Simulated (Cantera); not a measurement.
What does this Cantera script print?

```python
import numpy as np
import cantera as ct

gas = ct.Solution("h2o2.yaml")
gas.TPX = 575, 23000, {'H2': 1.3, 'O2': 0.385, 'N2': 1.45}
flame = ct.FreeFlame(gas, width=0.11)
flame.set_refine_criteria(ratio=3, slope=0.08, curve=0.16)
flame.transport_model = "mixture-averaged"
flame.solve(loglevel=0, auto=True)
z, T = flame.grid, flame.T
thick = (T[-1] - T[0]) / np.gradient(T, z).max()
show = ['H2', 'O2', 'O', 'H2O2', 'H', 'OH']
print(f"laminar burning velocity  {flame.velocity[0] * 100:.3f} cm/s")
print(f"burnt temperature         {T[-1]:.1f} K")
print(f"thermal thickness         {thick * 1e3:.4f} mm")
print(f"grid points               {len(z)}")
z0 = z[flame.heat_release_rate.argmax()]
print(f"{'z/mm':>9s}{'T/K':>9s}{'u/(m/s)':>9s}" + "".join(f"{s:>11s}" for s in show))
rows = []
for k in (-3, -2, -1.5, -1, -0.5, -0.25, 0, 0.25, 0.5, 1, 2, 4, 8):
    zz = z0 + k * thick
    rows.append([k * thick, np.interp(zz, z, T), np.interp(zz, z, flame.velocity),
                 *(np.interp(zz, z, flame.X[gas.species_index(s)]) for s in show)])
    print(f"{rows[-1][0] * 1e3:9.3f}{rows[-1][1]:9.1f}{rows[-1][2]:9.3f}" + "".join(f"{x:11.3e}" for x in rows[-1][3:]))
```

Output:

```
laminar burning velocity  700.492 cm/s
burnt temperature         2342.9 K
thermal thickness         2.9707 mm
grid points               139
     z/mm      T/K  u/(m/s)         H2         O2          O       H2O2          H         OH
   -8.912    575.0    7.005  4.147e-01  1.228e-01  2.197e-17 -3.309e-17  1.445e-15  9.883e-19
   -5.941    575.0    7.005  4.147e-01  1.228e-01  2.334e-14  3.483e-16  2.022e-12  1.162e-15
   -4.456    575.0    7.005  4.147e-01  1.228e-01  2.332e-12  3.536e-14  2.992e-10  1.389e-13
   -2.971    575.0    7.005  4.147e-01  1.228e-01  1.021e-09  8.212e-11  1.812e-07  1.962e-10
   -1.485    586.4    7.132  4.128e-01  1.226e-01  9.832e-06  8.994e-07  4.146e-04  4.199e-05
   -0.743    738.7    8.867  3.863e-01  1.181e-01  2.696e-04  1.426e-06  1.140e-02  3.748e-04
    0.000   1139.4   13.301  2.466e-01  7.001e-02  5.403e-03  6.062e-07  7.947e-02  2.615e-03
    0.743   1404.3   16.221  1.413e-01  1.154e-02  5.954e-03  5.097e-07  1.223e-01  5.266e-03
    1.485   1507.5   17.298  1.343e-01  4.631e-03  4.941e-03  4.189e-07  1.180e-01  6.299e-03
    2.971   1623.3   18.473  1.415e-01  3.535e-03  4.500e-03  3.064e-07  1.035e-01  7.465e-03
    5.941   1756.0   19.785  1.506e-01  2.788e-03  3.792e-03  1.838e-07  8.618e-02  8.428e-03
   11.883   1894.7   21.116  1.593e-01  1.980e-03  2.840e-03  9.821e-08  6.829e-02  8.798e-03
   23.765   2027.5   22.355  1.672e-01  1.244e-03  1.859e-03  5.123e-08  5.133e-02  8.330e-03
```

Model: the H2/O2 subset of GRI-Mech 3.0, which has no nitrogen chemistry, integrated in Cantera. Burning velocities carry a grid error of a few per cent, more on coarse grids.
